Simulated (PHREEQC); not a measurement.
Solution (77 °C): 0.053 mol Cu(BF4)2, 0.098 mol HCl and 0.00022 mol NaCl per kg of water. Closed to the air; pH follows from the charge balance.

Model: ion-association model, wateq4f.dat, run in PHREEQC.

This is a speciation only: nothing precipitates in the calculation.

**Question.** What pH, ionic strength does the model give?

**Answer.** pH 1.15; ionic strength 0.212 mol/kgw.

**Question.** In which forms is Cu present?

**Answer.** Cu+2 65 %, CuCl+ 34 %, CuCl2 1.1 % of the Cu.

Species that the database lacks are ignored. Constants without temperature data keep their 25 °C values here. Real BF4- forms and hydrolyses slowly; the run takes it at equilibrium.
